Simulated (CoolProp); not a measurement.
Carbonyl sulfide along the isotherm 424.4 K: Z from the reference equation and from simpler models built on Tc = 378.8 K, pc = 6369 kPa, ω = 0.098; each cubic takes its own stable root.

Model: reference Helmholtz-energy equation of state, Lemmon 2006, in CoolProp. It is a short technical equation, of lower accuracy than the large ones.

```
p (kPa)          phase  reference
-------  -------------  ---------
955                gas     0.9640
1910               gas     0.9263
2870               gas     0.8864
3820               gas     0.8447
4780               gas     0.7999
5730               gas     0.7527
6690     supercritical     0.7016
7640     supercritical     0.6476
8600     supercritical     0.5903
9550     supercritical     0.5334
```

### Question
How far does each simpler model (van der Waals, Redlich-Kwong, Soave-Redlich-Kwong, Peng-Robinson) lie from the reference over these 10 states: mean and median of the absolute difference, and the worst?

### Answer
- van der Waals: mean 1.9 %, median 0.4 %, worst -8.1 % at 424.4 K and 9550 kPa
- Redlich-Kwong: mean 0.4 %, median 0.4 %, worst +0.5 % at 424.4 K and 9550 kPa
- Soave-Redlich-Kwong: mean 1.3 %, median 0.5 %, worst +5.2 % at 424.4 K and 9550 kPa
- Peng-Robinson: mean 1.9 %, median 2.1 %, worst -2.9 % at 424.4 K and 6690 kPa
